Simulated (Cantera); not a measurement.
Input: 1 mol Ta2O5, 0.55 mol H2, 0.079 mol H2O, at 59.0 Pa.

Cantera equilibrium calculation (NASA polynomials, part measured and part estimated; ideal gas, pure solids and liquids). Candidate condensed phases: H2O, Ta, Ta2O5; 12 gas species. Equilibrium is a limit: real reactors are often held back by kinetics, nucleation or transport.

x: gas mole fraction; n: condensed amount in mol.

```json
[
 {"T (K)": "823", "x H2": "0.874", "x H": "2.82e-10", "x H2O": "0.126", "x TaO2": "<1e-12", "x OH": "<1e-12", "x O": "<1e-12", "x O2": "<1e-12", "n Ta2O5(s)": "1.00", "n Ta2O5(l)": "0"},
 {"T (K)": "973", "x H2": "0.874", "x H": "4.16e-8", "x H2O": "0.126", "x TaO2": "<1e-12", "x OH": "1.07e-11", "x O": "<1e-12", "x O2": "<1e-12", "n Ta2O5(s)": "1.00", "n Ta2O5(l)": "0"},
 {"T (K)": "1123", "x H2": "0.874", "x H": "___", "x H2O": "0.126", "x TaO2": "<1e-12", "x OH": "___", "x O": "<1e-12", "x O2": "<1e-12", "n Ta2O5(s)": "1.00", "n Ta2O5(l)": "0"},
 {"T (K)": "1273", "x H2": "0.874", "x H": "___", "x H2O": "0.126", "x TaO2": "<1e-12", "x OH": "___", "x O": "___", "x O2": "<1e-12", "n Ta2O5(s)": "1.00", "n Ta2O5(l)": "0"},
 {"T (K)": "1423", "x H2": "0.874", "x H": "0.000256", "x H2O": "0.126", "x TaO2": "1.99e-11", "x OH": "7.97e-7", "x O": "2.10e-10", "x O2": "1.43e-11", "n Ta2O5(s)": "1.00", "n Ta2O5(l)": "0"},
 {"T (K)": "1573", "x H2": "0.873", "x H": "0.00156", "x H2O": "0.125", "x TaO2": "4.31e-9", "x OH": "8.12e-6", "x O": "1.22e-8", "x O2": "8.08e-10", "n Ta2O5(s)": "1.00", "n Ta2O5(l)": "0"},
 {"T (K)": "1723", "x H2": "0.868", "x H": "0.00699", "x H2O": "0.125", "x TaO2": "3.54e-7", "x OH": "5.53e-5", "x O": "3.54e-7", "x O2": "2.28e-8", "n Ta2O5(s)": "1.00", "n Ta2O5(l)": "0"},
 {"T (K)": "1873", "x H2": "0.851", "x H": "0.0245", "x H2O": "0.124", "x TaO2": "1.39e-5", "x OH": "0.000277", "x O": "6.03e-6", "x O2": "3.84e-7", "n Ta2O5(s)": "1.000", "n Ta2O5(l)": "0"},
 {"T (K)": "2023", "x H2": "0.808", "x H": "0.0703", "x H2O": "0.120", "x TaO2": "0.000309", "x OH": "0.00109", "x O": "6.87e-5", "x O2": "4.39e-6", "n Ta2O5(s)": "1.000", "n Ta2O5(l)": "0"},
 {"T (K)": "2173", "x H2": "0.713", "x H": "0.168", "x H2O": "0.112", "x TaO2": "0.00355", "x OH": "0.00353", "x O": "0.000582", "x O2": "3.87e-5", "n Ta2O5(s)": "0", "n Ta2O5(l)": "0.999"}
]
```

Problem. Complete the blanks.

Solution. 
- 1123, x H: 1.64e-6
- 1123, x OH: 1.21e-9
- 1273, x H: 2.75e-5
- 1273, x OH: 4.54e-8
- 1273, x O: 1.39e-12
